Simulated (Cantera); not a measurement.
A closed system holds: 1 mol SiO2, 2.7 mol Cl2, 0.38 mol O2, equilibrated at 7.60e-5 bar.

Equilibrium computed with Cantera from the NASA thermochemical tables; the gas is ideal and each condensed phase is pure. Candidate condensed phases: Si, SiO2; 15 gas species. The tables hold silica as quartz up to 1696 K and as liquid above; real silica turns to tridymite and cristobalite and melts near 1996 K. Kinetics and transport are ignored.

log p: log10 of the partial pressure in bar; n: condensed amount in mol.

```
T (K)  log p Cl   log p Cl2  log p O2     log p O  log p ClO  n SiO2(β-quartz)
-----  --------  ----------  --------  ----------  ---------  ----------------
1073      -5.08       -4.23     -5.05      -11.43      -8.90              1.00
1148      -4.73       -4.31     -5.09      -10.64      -8.63              1.00
1223      -4.46       -4.47     -5.14       -9.96      -8.45              1.00
1298      -4.29       -4.74     -5.21       -9.37      -8.37              1.00
1373      -4.20  (withheld)     -5.26  (withheld)      -8.36              1.00
1448      -4.17  (withheld)     -5.29  (withheld)      -8.39              1.00
1523      -4.16       -5.98     -5.30       -7.91      -8.43             1.000
1598      -4.15       -6.37     -5.30       -7.50      -8.46             1.000
1673      -4.15       -6.74     -5.30       -7.13      -8.50             1.000
```

Q: Fill in the missing entries.

A: 
- 1373, log p Cl2: -5.12
- 1373, log p O: -8.84
- 1448, log p Cl2: -5.55
- 1448, log p O: -8.35
